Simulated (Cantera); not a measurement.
An isothermal plug-flow reactor at 700 K and 0.296 atm (inlet), inlet velocity 3.4 m/s, active area per volume 3400 1/m; feed CO : O2 : N2 : H2O = 0.027 : 0.038 : 0.79 : 0.085 (molar parts), equivalence ratio 0.36.

Computed with Cantera and Deutschmann's 1995 Pt surface mechanism with GRI-Mech 3.0 gas chemistry. Catalytic surfaces can have several steady states; this one follows from the mechanism file's or the stated starting coverage. Mass transfer to the wall is taken as infinitely fast.

Task: What does this change do: area per volume 3400 to 1700 1/m?

Result: 
| quantity | before | after |
|---|---|---|
| x(CO) at z = 0.014 m | 0.000286 | 0.0118 |
| x(O2) at z = 0.014 m | 0.0266 | 0.0322 |
| x(H2O) at z = 0.014 m | 0.0917 | 0.0912 |
| x(CO2) at z = 0.014 m | 0.0289 | 0.0171 |
| θ(free Pt) at the exit | 0.0262 | 0.0812 |
| θ(O*) at the exit | 0.969 | 0.00539 |
